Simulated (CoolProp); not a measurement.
n-undecane along the isotherm 212.95 °C: Z from the reference equation and from simpler models built on Tc = 365.7 °C, pc = 1990 kPa, ω = 0.539; each cubic takes its own stable root.

Model: reference Helmholtz-energy equation of state, Aleksandrov 2011, in CoolProp. It is a short technical equation, of lower accuracy than the large ones.

| p (kPa) | phase | reference | van der Waals | Redlich-Kwong | Soave-Redlich-Kwong | Peng-Robinson |
|---|---|---|---|---|---|---|
| 9.44 | gas | 0.9948 | 0.9973 | 0.9965 | 0.9958 | 0.9956 |
| 15.3 | gas | 0.9916 | 0.9956 | 0.9943 | 0.9932 | 0.9928 |
| 24.6 | gas | 0.9864 | 0.9930 | 0.9909 | 0.9890 | 0.9884 |
| 39.8 | gas | 0.9777 | 0.9886 | 0.9852 | 0.9820 | 0.9811 |
| 64.3 | gas | 0.9635 | 0.9815 | 0.9759 | 0.9707 | 0.9692 |
| 104 | gas | 0.9395 | 0.9697 | 0.9605 | 0.9518 | 0.9494 |
| 168 | liquid | 0.01114 | 0.9501 | 0.9348 | 0.01315 | 0.01161 |
| 271 | liquid | 0.01796 | 0.9168 | 0.8905 | 0.02119 | 0.01871 |
| 438 | liquid | 0.02900 | 0.8570 | 0.03749 | 0.03419 | 0.03020 |
| 708 | liquid | 0.04680 | 0.08648 | 0.06028 | 0.05512 | 0.04871 |
| 1140 | liquid | 0.07520 | 0.1373 | 0.09630 | 0.08840 | 0.07816 |
| 1850 | liquid | 0.1216 | 0.2186 | 0.1544 | 0.1426 | 0.1262 |
| 2990 | liquid | 0.1955 | 0.3447 | 0.2455 | 0.2283 | 0.2023 |

At some of these states van der Waals, Redlich-Kwong gives the other phase, because its saturation line lies elsewhere.
